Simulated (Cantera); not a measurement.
Cantera run:

```python
import numpy as np
import cantera as ct

gas_names = """
    CL CL2 H HCL H2 N NH NH2 NH3 N2 N2H2 N2H4 Si SiCL SiCL2 SiCL3 SiCL4 SiH SiHCL3 SiH2 SiH2CL2 SiH3
    SiH3CL SiH4 SiN Si2 Si2N Si3
""".split()
cond_names = """
    NH4CL(a) NH4CL(b) Si(cr) Si(L) Si3N4(a)
""".split()


# ... load() reads the species with a 1 bar reference pressure and builds the phases ...
atoms = {
    'SiCl4': {'Si': 1, 'CL': 4},
    'NH3': {'N': 1, 'H': 3},
}
top_T = {'Si3N4(a)': 2400}  # K; cautious upper limits of use, not melting points


# ... equilibrate(T, P, feed) seeds the gas with the atoms and calls Mixture.equilibrate('TP', solver="vcs", rtol=1e-11, max_steps=5000) ...
results = []
P = 1000  # Pa
for T in [1125, 1150, 1175, 1200, 1225, 1250, 1275, 1300, 1325, 1350, 1375, 1400, 1425]:
    for m in [0.15, 0.23, 0.35, 0.53, 0.8, 1.2, 1.9, 2.8, 4.3, 6.5]:
        feed = {'SiCl4': 1, 'NH3': m}  # mol
        mix = equilibrate(T, P, feed)
        results.append((T, P, feed, dict(zip(mix.species_names, mix.species_moles))))

for T, P, feed, n in results:
    print(f"{T:7g} {feed['NH3']:10.4g}  " + (" + ".join(c for c in cond_names if n.get(c, 0) > 1e-12) or "gas only"))
```

Result:

```
   1125       0.15  Si3N4(a)
   1125       0.23  Si3N4(a)
   1125       0.35  Si3N4(a)
   1125       0.53  Si3N4(a)
   1125        0.8  Si3N4(a)
   1125        1.2  Si3N4(a)
   1125        1.9  Si3N4(a)
   1125        2.8  Si3N4(a)
   1125        4.3  Si3N4(a)
   1125        6.5  Si3N4(a)
   1150       0.15  Si3N4(a)
   1150       0.23  Si3N4(a)
   1150       0.35  Si3N4(a)
   1150       0.53  Si3N4(a)
   1150        0.8  Si3N4(a)
   1150        1.2  Si3N4(a)
   1150        1.9  Si3N4(a)
   1150        2.8  Si3N4(a)
   1150        4.3  Si3N4(a)
   1150        6.5  Si3N4(a)
   1175       0.15  Si3N4(a)
   1175       0.23  Si3N4(a)
   1175       0.35  Si3N4(a)
   1175       0.53  Si3N4(a)
   1175        0.8  Si3N4(a)
   1175        1.2  Si3N4(a)
   1175        1.9  Si3N4(a)
   1175        2.8  Si3N4(a)
   1175        4.3  Si3N4(a)
   1175        6.5  Si3N4(a)
   1200       0.15  Si3N4(a)
   1200       0.23  Si3N4(a)
   1200       0.35  Si3N4(a)
   1200       0.53  Si3N4(a)
   1200        0.8  Si3N4(a)
   1200        1.2  Si3N4(a)
   1200        1.9  Si3N4(a)
   1200        2.8  Si3N4(a)
   1200        4.3  Si3N4(a)
   1200        6.5  Si3N4(a)
   1225       0.15  Si3N4(a)
   1225       0.23  Si3N4(a)
   1225       0.35  Si3N4(a)
   1225       0.53  Si3N4(a)
   1225        0.8  Si3N4(a)
   1225        1.2  Si3N4(a)
   1225        1.9  Si3N4(a)
   1225        2.8  Si3N4(a)
   1225        4.3  Si3N4(a)
   1225        6.5  Si3N4(a)
   1250       0.15  Si3N4(a)
   1250       0.23  Si3N4(a)
   1250       0.35  Si3N4(a)
   1250       0.53  Si3N4(a)
   1250        0.8  Si3N4(a)
   1250        1.2  Si3N4(a)
   1250        1.9  Si3N4(a)
   1250        2.8  Si3N4(a)
   1250        4.3  Si3N4(a)
   1250        6.5  Si3N4(a)
   1275       0.15  Si3N4(a)
   1275       0.23  Si3N4(a)
   1275       0.35  Si3N4(a)
   1275       0.53  Si3N4(a)
   1275        0.8  Si3N4(a)
   1275        1.2  Si3N4(a)
   1275        1.9  Si3N4(a)
   1275        2.8  Si3N4(a)
   1275        4.3  Si3N4(a)
   1275        6.5  Si3N4(a)
   1300       0.15  Si3N4(a)
   1300       0.23  Si3N4(a)
   1300       0.35  Si3N4(a)
   1300       0.53  Si3N4(a)
   1300        0.8  Si3N4(a)
   1300        1.2  Si3N4(a)
   1300        1.9  Si3N4(a)
   1300        2.8  Si3N4(a)
   1300        4.3  Si3N4(a)
   1300        6.5  Si3N4(a)
   1325       0.15  Si3N4(a)
   1325       0.23  Si3N4(a)
   1325       0.35  Si3N4(a)
   1325       0.53  Si3N4(a)
   1325        0.8  Si3N4(a)
   1325        1.2  Si3N4(a)
   1325        1.9  Si3N4(a)
   1325        2.8  Si3N4(a)
   1325        4.3  Si3N4(a)
   1325        6.5  Si3N4(a)
   1350       0.15  gas only
   1350       0.23  Si3N4(a)
   1350       0.35  Si3N4(a)
   1350       0.53  Si3N4(a)
   1350        0.8  Si3N4(a)
   1350        1.2  Si3N4(a)
   1350        1.9  Si3N4(a)
   1350        2.8  Si3N4(a)
   1350        4.3  Si3N4(a)
   1350        6.5  Si3N4(a)
   1375       0.15  gas only
   1375       0.23  gas only
   1375       0.35  Si3N4(a)
   1375       0.53  Si3N4(a)
   1375        0.8  Si3N4(a)
   1375        1.2  Si3N4(a)
   1375        1.9  Si3N4(a)
   1375        2.8  Si3N4(a)
   1375        4.3  Si3N4(a)
   1375        6.5  Si3N4(a)
   1400       0.15  gas only
   1400       0.23  gas only
   1400       0.35  gas only
   1400       0.53  Si3N4(a)
   1400        0.8  Si3N4(a)
   1400        1.2  Si3N4(a)
   1400        1.9  Si3N4(a)
   1400        2.8  Si3N4(a)
   1400        4.3  Si3N4(a)
   1400        6.5  Si3N4(a)
   1425       0.15  gas only
   1425       0.23  gas only
   1425       0.35  gas only
   1425       0.53  gas only
   1425        0.8  Si3N4(a)
   1425        1.2  Si3N4(a)
   1425        1.9  Si3N4(a)
   1425        2.8  Si3N4(a)
   1425        4.3  Si3N4(a)
   1425        6.5  Si3N4(a)
```

These are equilibrium values from Cantera (NASA tables, ideal gas, pure condensed phases), not measurements of a reactor. The tables' values for SiCl3 are old estimates.
